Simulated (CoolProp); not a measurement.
Properties of decamethyltetrasiloxane (MD2M) along the isobar 5.41 MPa.

Values from CoolProp's reference Helmholtz-energy equation of state, Thol 2017.

```csv
T (°C),phase,cp (kJ/(kg K)),isothermal compressibility (1/MPa),expansivity (1/kK)
-22.75,liquid,1.612,0.001072,1.095
-16.65,liquid,1.625,0.001118,1.095
-10.55,liquid,1.638,0.001166,1.095
-4.35,liquid,1.652,0.001217,1.097
1.75,liquid,1.666,0.001270,1.099
7.85,liquid,1.680,0.001325,1.101
13.95,liquid,1.695,0.001383,1.104
20.05,liquid,1.709,0.001444,1.107
26.25,liquid,1.724,0.001509,1.111
32.35,liquid,1.738,0.001576,1.116
38.45,liquid,1.753,0.001647,1.121
```
